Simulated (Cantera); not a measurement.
A closed system holds: 1 mol SiF4, 0.13 mol NO, 1.4 mol N2, equilibrated at 600 K and 5.18 Torr.

Equilibrium computed with Cantera from the NASA thermochemical tables; the gas is ideal and each condensed phase is pure. Candidate condensed phases: Si, SiO2, Si2N2O, Si3N4; 28 gas species. Kinetics and transport are ignored.

Base state: N2 0.579, SiF4 0.395, O2 0.0257 (mole fractions); condensed: gas only.

Problem. What changes in the equilibrium state with this change: NO from 0.13 to 0.21 mol?

Solution. 
```csv
species,before,after
N2,0.579,0.577
SiF4,0.395,0.383
O2,0.0257,0.0402
```
